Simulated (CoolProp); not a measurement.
Properties of octamethyltrisiloxane (MDM) along the isotherm 296.7 K (Tc = 565.4 K, pc = 1.438 MPa, ω = 0.528).

Values from CoolProp's reference Helmholtz-energy equation of state, Thol 2017.

```csv
p (MPa),phase,density (kg/m³),cp (kJ/(kg K)),Joule-Thomson coefficient (K/MPa),fugacity coefficient
0.0455,liquid,816.8,1.780,-0.4377,0.01002
0.0808,liquid,816.8,1.780,-0.4378,0.005663
0.144,liquid,816.9,1.780,-0.4379,0.003201
0.256,liquid,817.1,1.779,-0.4382,0.001825
0.455,liquid,817.3,1.779,-0.4387,0.001051
0.808,liquid,817.8,1.779,-0.4396,0.0006168
1.44,liquid,818.7,1.778,-0.4412,0.0003727
2.56,liquid,820.3,1.776,-0.4439,0.0002390
4.55,liquid,823.0,1.774,-0.4482,0.0001696
8.08,liquid,827.5,1.770,-0.4551,0.0001439
14.4,liquid,835.1,1.765,-0.4651,0.0001674
```
